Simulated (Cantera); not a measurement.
Input: 1 mol Ta2O5, 0.44 mol C, 6.6 mol H2, held at 2398.15 K and 15.0 mbar.

Equilibrium computed with Cantera from the NASA thermochemical tables; the gas is ideal and each condensed phase is pure. Candidate condensed phases: C, C6H6, C7H8, C8H18, H2O, Ta, TaC, Ta2O5; 113 gas species. Mutual solubility and eutectic melting of coexisting phases are not modelled. Condensed phases not in the tables: Ta2C, N, O or C dissolved in the metal. Equilibrium is a limit: real reactors are often held back by kinetics, nucleation or transport.

Base state: H2 0.804, H 0.115, CO 0.0577, TaO2 0.0141, H2O 0.00500, TaO 0.00330, OH 0.000132, CO2 6.08e-5 (mole fractions); condensed: Ta(s) + Ta2O5(l).

What changes in the equilibrium state with this change: 1.3 mol H2O added?


```json
[
 {"species": "H2", "before": "0.804", "after": "0.739"},
 {"species": "H", "before": "0.115", "after": "0.111"},
 {"species": "H2O", "before": "0.00500", "after": "0.0946"},
 {"species": "TaO2", "before": "0.0141", "after": "0.00310"},
 {"species": "CO", "before": "0.0577", "after": "0.0485"},
 {"species": "O2", "before": "3.26e-8", "after": "1.38e-5"},
 {"species": "TaO", "before": "0.00330", "after": "3.53e-5"},
 {"species": "O", "before": "1.27e-5", "after": "0.000261"},
 {"species": "Ta(s), mol", "before": "0.155", "after": "0"},
 {"species": "Ta2O5(l), mol", "before": "0.856", "after": "0.986"}
]
```

What changes in the equilibrium state with this change: temperature from 2398.15 K to 1700 K?


```
species          before    after
-------------  --------  -------
H2                0.804    0.953
CO               0.0577   0.0452
H                 0.115  0.00117
TaO2             0.0141  9.61e-8
TaO             0.00330  8.55e-9
O               1.27e-5    <1e-9
OH             0.000132  5.28e-8
Ta(s), mol        0.155        0
Ta2O5(l), mol     0.856        0
TaC(s), mol           0    0.127
Ta2O5(s), mol         0    0.936
```
TaC: taken at fixed stoichiometry. Condensed phases not in the tables: Ta2C.

What changes in the equilibrium state with this change: temperature from 2398.15 K to 1998 K?


| species | before | after |
|---|---|---|
| H2 | 0.804 | 0.924 |
| CO | 0.0577 | 0.0621 |
| H | 0.115 | 0.0126 |
| TaO2 | 0.0141 | 6.77e-5 |
| O | 1.27e-5 | 2.27e-8 |
| TaO | 0.00330 | 1.30e-5 |
| OH | 0.000132 | 2.27e-6 |
| Ta(s), mol | 0.155 | 0.181 |
| Ta2O5(l), mol | 0.856 | 0 |
| Ta2O5(s), mol | 0 | 0.909 |
